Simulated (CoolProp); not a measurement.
Vapour-liquid equilibrium of R134a (1) + dimethyl ether (2) at 4.35 °C; x and y are mole fractions of (1).

Computed with CoolProp (multi-fluid Helmholtz-energy mixture model, Tillner-Roth 1994 and Wu 2011; pair parameters Bell 2016).

```tsv
x	bubble pressure (bar)	y at the bubble point	dew pressure at overall composition x (bar)	liquid density (mol/L)
0.05	…	0.042	…	14.93
0.2	2.999	0.188	2.996	14.55
0.35	2.986	0.356	2.986	14.16
0.5	3.028	0.529	…	13.79
0.65	…	…	3.087	13.41
0.8	…	…	3.198	…
0.95	3.370	0.962	3.355	12.67
```

### Question
Complete the blanks.

### Answer

- 0.05, bubble pressure (bar): 3.065
- 0.05, dew pressure at overall composition x (bar): 3.059
- 0.5, dew pressure at overall composition x (bar): 3.017
- 0.65, bubble pressure (bar): 3.114
- 0.65, y at the bubble point: 0.692
- 0.8, bubble pressure (bar): 3.232
- 0.8, y at the bubble point: 0.836
- 0.8, liquid density (mol/L): 13.04

y crosses x between x = 0.2 and 0.35: the model has an azeotrope there.

Pair parameters are fitted to limited data, so mixtures are less certain than the pure fluids.
